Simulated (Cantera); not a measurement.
A perfectly stirred reactor is fed with CH4 : H2O : H2 = 0.73 : 0.64 : 0.051 (molar parts), at 31000 Pa; it is held at 1448 K, and followed from long to short residence time.

Cantera simulation using GRI-Mech 3.0 (53 species, 325 reactions); the numbers are that mechanism's predictions, not measurements.

**Question.** Predict: x(CH4) at τ = 0.370 s; x(H2O) at τ = 0.370 s; x(H2) at τ = 0.370 s; x(CO) at τ = 0.370 s; x(C2H2) at τ = 0.370 s; x(CH4) at τ = 33.0 ms; x(H2O) at τ = 33.0 ms; x(H2) at τ = 33.0 ms; x(CO) at τ = 33.0 ms; x(C2H2) at τ = 33.0 ms.

**Answer.** 
| Property | Result |
|---|---|
| x(CH4) at τ = 0.370 s | 0.440 |
| x(H2O) at τ = 0.370 s | 0.429 |
| x(H2) at τ = 0.370 s | 0.105 |
| x(CO) at τ = 0.370 s | 0.000409 |
| x(C2H2) at τ = 0.370 s | 0.0206 |
| x(CH4) at τ = 33.0 ms | 0.507 |
| x(H2O) at τ = 33.0 ms | 0.449 |
| x(H2) at τ = 33.0 ms | 0.0414 |
| x(CO) at τ = 33.0 ms | 1.08e-5 |
| x(C2H2) at τ = 33.0 ms | 0.000678 |
